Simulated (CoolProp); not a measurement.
Acetone along the isotherm 310.4 K: density (kg/m³) from the reference equation and from simpler models built on Tc = 508.1 K, pc = 46.92 bar, ω = 0.307; each cubic takes its own stable root.

Model: reference Helmholtz-energy equation of state, Lemmon 2006, in CoolProp. It is a short technical equation, of lower accuracy than the large ones.

```
p (bar)   phase  reference
-------  ------  ---------
0.0742      gas     0.1678
0.12        gas     0.2722
0.194       gas     0.4422
0.313       gas     0.7194
0.817    liquid      770.8
1.32     liquid      770.9
2.13     liquid      771.0
3.44     liquid      771.1
5.56     liquid      771.4
8.99     liquid      771.8
14.5     liquid      772.4
23.5     liquid      773.4
```

Problem. How far does each simpler model (Redlich-Kwong, Soave-Redlich-Kwong) lie from the reference over these 12 states: mean and median of the absolute difference, and the worst?

Solution. 
- Redlich-Kwong: mean 22.9 %, median 24.6 %, worst -99.8 % at 310.4 K and 0.817 bar
- Soave-Redlich-Kwong: mean 14.7 %, median 21.7 %, worst -21.7 % at 310.4 K and 0.817 bar

At some of these states Redlich-Kwong gives the other phase, because its saturation line lies elsewhere.
